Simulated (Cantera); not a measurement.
A closed system holds: 1 mol Si, 0.0038 mol O₂, 270 mol H₂, held at 1.20 Pa.

Cantera equilibrium calculation (NASA polynomials, part measured and part estimated; ideal gas, pure solids and liquids). Candidate condensed phases: H₂O, Si, SiO₂; 18 gas species. Rates play no part.

Task: What share of the Si ends up in condensed phases as a function of T (°C), at 1027, 1052, 1077, 1102, 1127, 1152, 1177, 1202, 1227, 1252?

Result: 
```csv
T (°C),Si condensed (%),as
1027,99.1,Si(s)
1052,99.0,Si(s)
1077,98.8,Si(s)
1102,98.3,Si(s)
1127,97.3,Si(s)
1152,95.5,Si(s)
1177,92.2,Si(s)
1202,86.0,Si(s)
1227,75.1,Si(s)
1252,55.9,Si(s)
```
